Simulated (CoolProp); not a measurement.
Properties of octamethyltrisiloxane (MDM) along the isotherm 295.2 K (Tc = 565.4 K, pc = 1.438 MPa, ω = 0.528).

Values from CoolProp's reference Helmholtz-energy equation of state, Thol 2017.

```json
[
 {"p (MPa)": "0.18", "phase": "liquid", "density (kg/m³)": "818.5", "Joule-Thomson coefficient (K/MPa)": "-0.4401", "isothermal compressibility (1/MPa)": "0.001722", "expansivity (1/kK)": "1.220", "fugacity coefficient": "0.002327"},
 {"p (MPa)": "0.359", "phase": "liquid", "density (kg/m³)": "818.7", "Joule-Thomson coefficient (K/MPa)": "-0.4405", "isothermal compressibility (1/MPa)": "0.001716", "expansivity (1/kK)": "1.218", "fugacity coefficient": "0.001192"},
 {"p (MPa)": "0.539", "phase": "liquid", "density (kg/m³)": "819.0", "Joule-Thomson coefficient (K/MPa)": "-0.4410", "isothermal compressibility (1/MPa)": "0.001710", "expansivity (1/kK)": "1.215", "fugacity coefficient": "0.0008108"},
 {"p (MPa)": "0.719", "phase": "liquid", "density (kg/m³)": "819.2", "Joule-Thomson coefficient (K/MPa)": "-0.4414", "isothermal compressibility (1/MPa)": "0.001704", "expansivity (1/kK)": "1.213", "fugacity coefficient": "0.0006208"},
 {"p (MPa)": "0.898", "phase": "liquid", "density (kg/m³)": "819.5", "Joule-Thomson coefficient (K/MPa)": "-0.4418", "isothermal compressibility (1/MPa)": "0.001698", "expansivity (1/kK)": "1.210", "fugacity coefficient": "0.0005076"},
 {"p (MPa)": "1.08", "phase": "liquid", "density (kg/m³)": "819.7", "Joule-Thomson coefficient (K/MPa)": "-0.4423", "isothermal compressibility (1/MPa)": "0.001692", "expansivity (1/kK)": "1.208", "fugacity coefficient": "0.0004312"},
 {"p (MPa)": "1.26", "phase": "liquid", "density (kg/m³)": "820.0", "Joule-Thomson coefficient (K/MPa)": "-0.4427", "isothermal compressibility (1/MPa)": "0.001687", "expansivity (1/kK)": "1.205", "fugacity coefficient": "0.0003775"},
 {"p (MPa)": "1.44", "phase": "liquid", "density (kg/m³)": "820.2", "Joule-Thomson coefficient (K/MPa)": "-0.4432", "isothermal compressibility (1/MPa)": "0.001681", "expansivity (1/kK)": "1.203", "fugacity coefficient": "0.0003374"},
 {"p (MPa)": "1.62", "phase": "liquid", "density (kg/m³)": "820.5", "Joule-Thomson coefficient (K/MPa)": "-0.4436", "isothermal compressibility (1/MPa)": "0.001675", "expansivity (1/kK)": "1.200", "fugacity coefficient": "0.0003063"},
 {"p (MPa)": "1.8", "phase": "liquid", "density (kg/m³)": "820.7", "Joule-Thomson coefficient (K/MPa)": "-0.4440", "isothermal compressibility (1/MPa)": "0.001670", "expansivity (1/kK)": "1.198", "fugacity coefficient": "0.0002816"},
 {"p (MPa)": "1.98", "phase": "liquid", "density (kg/m³)": "821.0", "Joule-Thomson coefficient (K/MPa)": "-0.4444", "isothermal compressibility (1/MPa)": "0.001664", "expansivity (1/kK)": "1.195", "fugacity coefficient": "0.0002614"},
 {"p (MPa)": "2.16", "phase": "liquid", "density (kg/m³)": "821.2", "Joule-Thomson coefficient (K/MPa)": "-0.4448", "isothermal compressibility (1/MPa)": "0.001659", "expansivity (1/kK)": "1.193", "fugacity coefficient": "0.0002448"}
]
```
